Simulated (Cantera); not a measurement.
# Equilibrium for silicon etching in halogen gases: Si + HCl + H2

Feed: 1 mol Si, 1.3 mol HCl, a varied amount of H2, held at 1723.15 K and 0.00120 bar.

These are equilibrium values from Cantera (NASA tables, ideal gas, pure condensed phases), not measurements of a reactor. Candidate condensed phases: Si; 19 gas species. The tables' values for SiCl3, SiCl are old estimates; treat these amounts as uncertain. Gases not in the tables: Si2H6 and higher silanes. The numbers say what is thermodynamically allowed, not how fast it happens.

```json
[
 {"n(H2) (mol)": "0.58", "x H2": "0.552", "x SiCl2": "0.243", "x HCl": "0.197", "x H": "0.00392", "x SiCl3": "0.00160", "x Cl": "0.00108", "x SiCl": "0.00105", "n Si(l)": "0.536"},
 {"n(H2) (mol)": "1.4", "x H2": "0.669", "x SiCl2": "0.152", "x HCl": "0.172", "x H": "0.00431", "x SiCl3": "0.000794", "x Cl": "0.000856", "x SiCl": "0.000832", "n Si(l)": "0.581"},
 {"n(H2) (mol)": "2.2", "x H2": "0.733", "x SiCl2": "0.108", "x HCl": "0.151", "x H": "0.00451", "x SiCl3": "0.000475", "x Cl": "0.000721", "x SiCl": "0.000701", "n Si(l)": "0.614"},
 {"n(H2) (mol)": "2.9", "x H2": "0.771", "x SiCl2": "0.0844", "x HCl": "0.137", "x H": "0.00463", "x SiCl3": "0.000329", "x Cl": "0.000638", "x SiCl": "0.000620", "n Si(l)": "0.636"},
 {"n(H2) (mol)": "3.7", "x H2": "0.802", "x SiCl2": "0.0665", "x HCl": "0.124", "x H": "0.00472", "x SiCl3": "0.000230", "x Cl": "0.000566", "x SiCl": "0.000550", "n Si(l)": "0.658"},
 {"n(H2) (mol)": "4.5", "x H2": "0.825", "x SiCl2": "0.0541", "x HCl": "0.114", "x H": "0.00479", "x SiCl3": "0.000168", "x Cl": "0.000511", "x SiCl": "0.000496", "n Si(l)": "0.676"},
 {"n(H2) (mol)": "5.3", "x H2": "0.843", "x SiCl2": "0.0451", "x HCl": "0.105", "x H": "0.00484", "x SiCl3": "0.000128", "x Cl": "0.000466", "x SiCl": "0.000453", "n Si(l)": "0.692"},
 {"n(H2) (mol)": "6.1", "x H2": "0.858", "x SiCl2": "0.0382", "x HCl": "0.0974", "x H": "0.00488", "x SiCl3": "0.000100", "x Cl": "0.000429", "x SiCl": "0.000417", "n Si(l)": "0.706"},
 {"n(H2) (mol)": "6.9", "x H2": "0.869", "x SiCl2": "0.0330", "x HCl": "0.0910", "x H": "0.00492", "x SiCl3": "8.01e-5", "x Cl": "0.000399", "x SiCl": "0.000387", "n Si(l)": "0.718"},
 {"n(H2) (mol)": "7.7", "x H2": "0.879", "x SiCl2": "0.0287", "x HCl": "0.0855", "x H": "0.00494", "x SiCl3": "6.53e-5", "x Cl": "0.000372", "x SiCl": "0.000362", "n Si(l)": "0.728"},
 {"n(H2) (mol)": "8.5", "x H2": "0.887", "x SiCl2": "0.0253", "x HCl": "0.0806", "x H": "0.00497", "x SiCl3": "5.40e-5", "x Cl": "0.000350", "x SiCl": "0.000339", "n Si(l)": "0.738"}
]
```
x: gas mole fraction; n: condensed amount in mol.

From 0.58 mol H2 to 8.5 mol H2 the condensed part is Si(l). The main Si-bearing gas is SiCl2 throughout. The share of Si in condensed phases is highest at 8.5 mol H2 (73.8 %) and lowest at 0.58 mol H2 (53.6 %).
